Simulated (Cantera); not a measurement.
Feed: 1 mol TEOS, 2.7 mol H2O, 73 mol N2, held at 0.100 bar.

Equilibrium computed with Cantera from the NASA thermochemical tables; the gas is ideal and each condensed phase is pure. Candidate condensed phases: C, C6H6, C7H8, C8H18, H2O, Si, SiC, SiO2, Si2N2O, Si3N4; 151 gas species. The feed counts by its element totals alone. The tables hold silica as quartz up to 1696 K and as liquid above; real silica turns to tridymite and cristobalite and melts near 1996 K. Rates play no part.

log p: log10 of the partial pressure in bar; n: condensed amount in mol.

```json
[
 {"T (°C)": "600", "log p N2": "-1.09", "log p H2": "-1.86", "log p CO": "-2.35", "log p H2O": "-3.58", "log p CO2": "-3.64", "log p CH4": "-4.07", "log p HCN": "-7.78", "n C(graphite)": "3.67", "n SiO2(β-quartz)": "1.00"},
 {"T (°C)": "625", "log p N2": "-1.09", "log p H2": "-1.86", "log p CO": "-2.32", "log p H2O": "-3.78", "log p CO2": "-3.87", "log p CH4": "-4.21", "log p HCN": "-7.55", "n C(graphite)": "3.52", "n SiO2(β-quartz)": "1.00"},
 {"T (°C)": "650", "log p N2": "-1.09", "log p H2": "-1.86", "log p CO": "-2.31", "log p H2O": "-3.97", "log p CO2": "-4.11", "log p CH4": "-4.35", "log p HCN": "-7.34", "n C(graphite)": "3.42", "n SiO2(β-quartz)": "1.00"},
 {"T (°C)": "675", "log p N2": "-1.09", "log p H2": "-1.86", "log p CO": "-2.30", "log p H2O": "-4.17", "log p CO2": "-4.35", "log p CH4": "-4.48", "log p HCN": "-7.14", "n C(graphite)": "3.37", "n SiO2(β-quartz)": "1.00"},
 {"T (°C)": "700", "log p N2": "-1.09", "log p H2": "-1.85", "log p CO": "-2.29", "log p H2O": "-4.35", "log p CO2": "-4.58", "log p CH4": "-4.60", "log p HCN": "-6.95", "n C(graphite)": "3.34", "n SiO2(β-quartz)": "1.00"},
 {"T (°C)": "725", "log p N2": "-1.09", "log p H2": "-1.85", "log p CO": "-2.29", "log p H2O": "-4.53", "log p CO2": "-4.81", "log p CH4": "-4.72", "log p HCN": "-6.77", "n C(graphite)": "3.32", "n SiO2(β-quartz)": "1.00"},
 {"T (°C)": "750", "log p N2": "-1.09", "log p H2": "-1.85", "log p CO": "-2.29", "log p H2O": "-4.70", "log p CO2": "-5.02", "log p CH4": "-4.83", "log p HCN": "-6.60", "n C(graphite)": "3.31", "n SiO2(β-quartz)": "1.00"},
 {"T (°C)": "775", "log p N2": "-1.09", "log p H2": "-1.85", "log p CO": "-2.29", "log p H2O": "[?]", "log p CO2": "[?]", "log p CH4": "[?]", "log p HCN": "[?]", "n C(graphite)": "3.31", "n SiO2(β-quartz)": "1.00"},
 {"T (°C)": "800", "log p N2": "-1.09", "log p H2": "-1.85", "log p CO": "-2.29", "log p H2O": "-5.02", "log p CO2": "-5.42", "log p CH4": "-5.04", "log p HCN": "-6.28", "n C(graphite)": "3.30", "n SiO2(β-quartz)": "1.00"},
 {"T (°C)": "825", "log p N2": "-1.09", "log p H2": "-1.85", "log p CO": "-2.28", "log p H2O": "[?]", "log p CO2": "[?]", "log p CH4": "[?]", "log p HCN": "[?]", "n C(graphite)": "3.30", "n SiO2(β-quartz)": "1.00"},
 {"T (°C)": "850", "log p N2": "-1.09", "log p H2": "-1.85", "log p CO": "-2.28", "log p H2O": "-5.32", "log p CO2": "-5.79", "log p CH4": "-5.24", "log p HCN": "-6.00", "n C(graphite)": "3.30", "n SiO2(β-quartz)": "1.00"},
 {"T (°C)": "875", "log p N2": "-1.09", "log p H2": "-1.85", "log p CO": "-2.28", "log p H2O": "-5.46", "log p CO2": "-5.96", "log p CH4": "-5.33", "log p HCN": "-5.86", "n C(graphite)": "3.30", "n SiO2(β-quartz)": "1.00"},
 {"T (°C)": "900", "log p N2": "-1.09", "log p H2": "-1.85", "log p CO": "-2.28", "log p H2O": "-5.59", "log p CO2": "-6.12", "log p CH4": "-5.42", "log p HCN": "-5.73", "n C(graphite)": "3.30", "n SiO2(β-quartz)": "1.00"}
]
```

Question: What belongs in the gaps?

Answer: 
- 775, log p H2O: -4.87
- 775, log p CO2: -5.23
- 775, log p CH4: -4.94
- 775, log p HCN: -6.44
- 825, log p H2O: -5.17
- 825, log p CO2: -5.61
- 825, log p CH4: -5.14
- 825, log p HCN: -6.14
